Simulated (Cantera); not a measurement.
A closed system holds: 1 mol MgO, 4.4 mol H2S, 1.2 mol O2, equilibrated at 101000 Pa.

Cantera equilibrium calculation (NASA polynomials, part measured and part estimated; ideal gas, pure solids and liquids). Candidate condensed phases: H2O, H2SO4, Mg, MgO, Mg(OH)2, MgS, MgSO4, S; 26 gas species. The numbers say what is thermodynamically allowed, not how fast it happens. All values below are at 1898 K.

Base state: H2O 0.328, S2 0.270, H2 0.252, H2S 0.104, SO2 0.0199, SH 0.0147, SO 0.00669, S2O 0.00248 (mole fractions); condensed: MgO(s).

Task: What changes in the equilibrium state with this change: H2S from 4.4 to 0.34 mol?

Result: 
| species | before | after |
|---|---|---|
| O2 | 2.76e-8 | 0.502 |
| H2O | 0.328 | 0.247 |
| SO2 | 0.0199 | 0.247 |
| S2 | 0.270 | <1e-9 |
| H2 | 0.252 | 4.43e-5 |
| H2S | 0.104 | <1e-9 |
| SH | 0.0147 | <1e-9 |
| S2O | 0.00248 | <1e-9 |
| S | 0.000813 | <1e-9 |
| SO3 | 2.53e-8 | 0.00134 |
| MgO(s), mol | 1.000 | 1.000 |
